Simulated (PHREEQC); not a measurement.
Make-up at 25 °C: 0.0013 mol Cu(NO3)2, 9.9e-05 mol HNO3 and 0.00012 mol Na2SO4 per kg of water. Closed to the air; pH follows from the charge balance.

Computed with PHREEQC (ion-association model, phreeqc.dat).

### Question
The ionic strength comes out as 0.00430 mol/kgw. What activity coefficients do NO3-, H+, SO4-2, Cu+2, Na+ get?

### Answer
NO3- 0.93, H+ 0.94, SO4-2 0.76, Cu+2 0.76, Na+ 0.93.

This is a speciation only: nothing precipitates in the calculation. Species that the database lacks are ignored.
